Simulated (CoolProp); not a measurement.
A simple Rankine cycle with trans-2-butene: condensing at 332.15 K, boiler at 2 MPa, turbine inlet 390 K, turbine efficiency 0.6, pump efficiency 0.6, no recuperator. Each further row changes one setting.

Computed with CoolProp (reference Helmholtz-energy equation of state, Lemmon 2005). It is a short technical equation, of lower accuracy than the large ones.

```tsv
case	thermal efficiency (%)	net work (kJ/kg)	heat in (kJ/kg)	turbine exit temperature (K)	volume ratio over the turbine
as stated	6.5	26.2	402	349.7	3.83
turbine inlet 410 K	?	?	453	374.0	?
condensing temperature 324.15 K	7.4	?	422	344.6	4.72
boiler pressure 1.4 MPa	5.0	21.3	429	366.1	2.43
turbine efficiency 0.5	5.3	21.1	402	352.3	3.87
```

### Question
What belongs in the gaps?

### Answer

- turbine inlet 410 K, thermal efficiency (%): 6.6
- turbine inlet 410 K, net work (kJ/kg): 30.0
- turbine inlet 410 K, volume ratio over the turbine: 3.63
- condensing temperature 324.15 K, net work (kJ/kg): 31.3
